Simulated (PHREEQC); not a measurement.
Make-up at 40 °C: 0.0026 mol/kgw H2SO4 and 3.1e-05 mol/kgw ZnSO4. It is in equilibrium with CO2 at log p = -3.4 (atm). Otherwise closed; pH follows from the charge balance.

All values are PHREEQC results (ion-association model, phreeqc.dat), not measurements.

This is a speciation only: nothing precipitates in the calculation.

Question: Order these Zn species by the share of Zn that they hold, largest first: Zn(SO4)2-2, Zn+2, ZnSO4.

Answer: Zn+2 (80 %), ZnSO4 (19 %), Zn(SO4)2-2 (0.26 %)

Question: Order these S species by the share of S that they hold, largest first: ZnSO4, SO4-2, HSO4-.

Answer: SO4-2 (70 %), HSO4- (30 %), ZnSO4 (0.23 %)

The pH is 2.39 and the ionic strength 0.00631 mol/kgw. At this temperature some constants are extrapolated from 25 °C, and those without enthalpy data are left unchanged.
